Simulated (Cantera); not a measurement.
Feed: 1 mol CHF3, 0.1 mol HCl, 7.5 mol H2, held at 0.240 bar.

Cantera equilibrium calculation (NASA polynomials, part measured and part estimated; ideal gas, pure solids and liquids). Candidate condensed phases: C, C6H6, C7H8, C8H18; 118 gas species. The numbers say what is thermodynamically allowed, not how fast it happens.

Task: What share of the C ends up in condensed phases as a function of T (°C), at 752, 952, 1152, 1352, 1552, 1752, 1952, 2152, 2352, 2552, 2752, 2952, 3152?

Result: 
```tsv
T (°C)	C condensed (%)	as
752	92.5	C(graphite)
952	98.6	C(graphite)
1152	99.6	C(graphite)
1352	99.8	C(graphite)
1552	99.6	C(graphite)
1752	98.8	C(graphite)
1952	96.2	C(graphite)
2152	90.0	C(graphite)
2352	77.7	C(graphite)
2552	56.0	C(graphite)
2752	17.8	C(graphite)
2952	0.0	-
3152	0.0	-
```
